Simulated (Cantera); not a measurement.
An adiabatic, constant-volume homogeneous reactor starts with CH3OH : O2 : N2 : H2O = 1 : 1.15 : 4.34 : 0.28 (molar parts), equivalence ratio 1.3, at 1023 K and 0.987 atm. Integrator tolerance rtol = 1e-08.

Computed with Cantera and GRI-Mech 3.0 (53 species, 325 reactions). GRI-Mech 3.0 was tuned for natural gas; its chemistry of methanol as a main component is partial and can be far from experiment.

Question: What does this change do: 0.021 parts H2 added?

Answer: 
```tsv
quantity	before	after
time of steepest temperature rise	0.255 s	0.230 s
temperature at 9.00 s	2726 K	2726 K
equilibrium temperature	2726 K	2726 K
x(CH3OH) at 9.00 s	<1e-12 (gas-phase equilibrium <1e-12)	<1e-12 (gas-phase equilibrium <1e-12)
x(O2) at 9.00 s	0.00358 (gas-phase equilibrium 0.00358)	0.00340 (gas-phase equilibrium 0.00340)
x(H2O) at 9.00 s	0.246 (gas-phase equilibrium 0.246)	0.247 (gas-phase equilibrium 0.247)
x(CO) at 9.00 s	0.0665 (gas-phase equilibrium 0.0665)	0.0671 (gas-phase equilibrium 0.0671)
x(CH2) at 9.00 s	<1e-12 (gas-phase equilibrium <1e-12)	<1e-12 (gas-phase equilibrium <1e-12)
x(HO2) at 9.00 s	2.40e-6 (gas-phase equilibrium 2.40e-6)	2.31e-6 (gas-phase equilibrium 2.31e-6)
x(HCO) at 9.00 s	1.50e-7 (gas-phase equilibrium 1.50e-7)	1.54e-7 (gas-phase equilibrium 1.54e-7)
```
